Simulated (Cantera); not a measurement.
CH3Cl + HCl (fluorocarbon and chlorocarbon gases)

Charge: 1 mol CH3Cl, 0.24 mol HCl, at 2.40e-5 bar.

Method: chemical equilibrium by Gibbs-energy minimisation in Cantera with the NASA 1993 tables (ideal gas, pure condensed phases). Candidate condensed phases: C, C6H6, C7H8, C8H18; 103 gas species. Ions and electrons are included (thermal ionisation). Kinetics and transport are ignored.

From 3000 K to 5000 K nothing is condensed. The main C-bearing gas is C throughout.

| T (K) | x H | x Cl | x C | x C2 | x C3 | x e- |
|---|---|---|---|---|---|---|
| 3000 | 0.601 | 0.230 | 0.156 | 0.00718 | 0.00521 | 4.13e-7 |
| 3250 | 0.592 | 0.227 | 0.180 | 0.00145 | 0.000129 | 2.62e-6 |
| 3500 | 0.591 | 0.226 | 0.182 | 0.000295 | 3.87e-6 | 1.22e-5 |
| 3750 | 0.591 | 0.226 | 0.182 | 7.28e-5 | 1.80e-7 | 4.62e-5 |
| 4000 | 0.591 | 0.226 | 0.182 | 2.13e-5 | 1.22e-8 | 0.000149 |
| 4250 | 0.591 | 0.226 | 0.182 | 7.18e-6 | 1.13e-9 | 0.000421 |
| 4500 | 0.591 | 0.226 | 0.181 | 2.71e-6 | 1.35e-10 | 0.00106 |
| 4750 | 0.590 | 0.226 | 0.180 | 1.12e-6 | 1.98e-11 | 0.00244 |
| 5000 | 0.588 | 0.225 | 0.177 | 5.00e-7 | 3.44e-12 | 0.00516 |
x: gas mole fraction; nothing condenses.
